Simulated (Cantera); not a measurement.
N2O furnace oxynitridation

An isothermal, constant-pressure homogeneous reactor starts with N2O : N2 = 1 : 16 (molar parts), at 1025 K and 0.987 atm.

Cantera simulation using GRI-Mech 3.0 (53 species, 325 reactions); the numbers are that mechanism's predictions, not measurements. GRI-Mech 3.0 was tuned for natural gas; its chemistry of N2O as a main component is partial and can be far from experiment. The mechanism lacks 2 NO + O2 → 2 NO2 and HONO, so NO2 and the effect of NO are under-described below about 1400 K.

| t (s) | x N2O | x NO2 | x O | x NO | x N2 |
|---|---|---|---|---|---|
| 7.00e-5 | 0.0588 | <1e-12 | 2.03e-8 | 3.50e-10 | 0.941 |
| 0.000188 | 0.0588 | <1e-12 | 4.20e-8 | 2.12e-9 | 0.941 |
| 0.000506 | 0.0588 | <1e-12 | 6.32e-8 | 1.03e-8 | 0.941 |
| 0.00136 | 0.0588 | 1.22e-12 | 6.86e-8 | 3.70e-8 | 0.941 |
| 0.00366 | 0.0588 | 1.08e-11 | 6.86e-8 | 1.10e-7 | 0.941 |
| 0.00984 | 0.0588 | 8.34e-11 | 6.86e-8 | 3.07e-7 | 0.941 |
| 0.0265 | 0.0588 | 6.09e-10 | 6.86e-8 | 8.35e-7 | 0.941 |
| 0.0711 | 0.0588 | 4.20e-9 | 6.86e-8 | 2.25e-6 | 0.941 |
| 0.191 | 0.0587 | 2.66e-8 | 6.85e-8 | 6.05e-6 | 0.941 |
| 0.514 | 0.0585 | 1.40e-7 | 6.84e-8 | 1.62e-5 | 0.941 |
| 1.38 | 0.0579 | 5.50e-7 | 6.78e-8 | 4.29e-5 | 0.942 |
| 3.72 | 0.0563 | 1.67e-6 | 6.62e-8 | 0.000112 | 0.942 |
| 10.0 | 0.0523 | 4.41e-6 | 6.22e-8 | 0.000281 | 0.944 |
x: mole fraction; the columns are a selection and need not sum to one.

Equilibrium at this temperature and pressure: N2O 1.50e-9, NO2 2.81e-7, O 5.61e-11, NO 1.68e-5, N2 0.971 (gas phase only).
